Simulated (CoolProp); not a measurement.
Methane along the isobar 5.11 MPa: Z from the reference equation and from simpler models built on Tc = 190.6 K, pc = 4.599 MPa, ω = 0.011; each cubic takes its own stable root.

Model: reference Helmholtz-energy equation of state, Setzmann 1991, in CoolProp.

```csv
T (K),phase,reference,Soave-Redlich-Kwong,Peng-Robinson
114.4,liquid,0.2037,0.2039,0.1810
127.9,liquid,0.1911,0.1925,0.1706
141.4,liquid,0.1826,0.1859,0.1647
154.9,liquid,0.1780,0.1843,0.1633
168.4,liquid,0.1783,0.1896,0.1683
182,liquid,0.1885,0.2098,0.1876
195.5,supercritical,0.4120,0.4233,0.3964
209,supercritical,0.6406,0.6428,0.6123
222.5,supercritical,0.7315,0.7331,0.7034
236,supercritical,0.7896,0.7916,0.7631
249.5,supercritical,0.8310,0.8336,0.8065
263.1,supercritical,0.8624,0.8656,0.8398
276.6,supercritical,0.8867,0.8904,0.8659
290.1,supercritical,0.9061,0.9103,0.8870
303.6,supercritical,0.9218,0.9264,0.9042
```
